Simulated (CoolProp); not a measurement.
Vapour-liquid equilibrium of ethylbenzene (1) + p-xylene (2) at 556.1 K; x and y are mole fractions of (1).

Values from CoolProp's multi-fluid Helmholtz-energy mixture model, Zhou 2012 and Zhou 2012; pair parameters Bell 2016.

```csv
x,"bubble pressure, mixture model (MPa)","bubble pressure, Raoult's law (MPa)","y, mixture model","y, Raoult's law"
0.05,1.618,1.617,0.051,0.051
0.125,1.623,1.620,0.128,0.128
0.2,1.627,1.623,0.203,0.204
0.275,1.631,1.626,0.279,0.280
0.35,1.635,1.629,0.354,0.356
0.425,1.638,1.632,0.429,0.431
0.5,1.641,1.635,0.503,0.506
0.575,1.643,1.639,0.578,0.581
0.65,1.646,1.642,0.653,0.656
0.725,1.648,1.645,0.727,0.730
0.8,1.650,1.648,0.802,0.804
0.875,1.652,1.651,0.876,0.878
0.95,1.655,1.654,0.951,0.951
```

The largest gap from Raoult's law is +0.4 % in bubble pressure, at x = 0.35. No azeotrope shows between x = 0.05 and 0.95.

Pair parameters are fitted to limited data, so mixtures are less certain than the pure fluids.
